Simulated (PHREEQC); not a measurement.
0.05 mol of Zn5(OH)8Cl2 (Zn5(OH)8Cl2) is brought to equilibrium with 1 kg of water holding 0.03 mol/kgw NaCl, at 25 °C, the pH being set by adding NaOH or HCl. Oxygen alone is held at its pressure in air (log pO2 = -0.68). The system is closed to CO2. Solids allowed: Zn5(OH)8Cl2, Zn(OH)2-e. Others were left out.

Base run: PHREEQC, ion-association model, wateq4f.dat. Each further column changes one thing. The table gives Zn+2 (mol/kgw).

```tsv
pH	base	all activity coefficients set to 1	Davies equation for every ion
3	0.184	0.108	0.170
3.58	0.184	0.108	0.170
4.17	0.184	0.108	0.170
4.75	0.184	0.108	0.170
5.33	0.184	0.108	0.170
5.92	0.125	…	0.114
6.5	0.0156	0.00693	0.0166
7.08	0.00188	0.000935	0.00197
7.67	0.000214	0.000109	0.000223
8.25	2.28e-5	1.00e-5	2.43e-5
8.83	1.88e-6	…	2.02e-6
9.42	1.24e-7	4.61e-8	1.33e-7
10	8.59e-9	3.19e-9	…
```

Q: What belongs in the gaps?

A: 
- 5.92, all activity coefficients set to 1: 0.0395
- 8.83, all activity coefficients set to 1: 6.98e-7
- 10, Davies equation for every ion: 9.23e-9
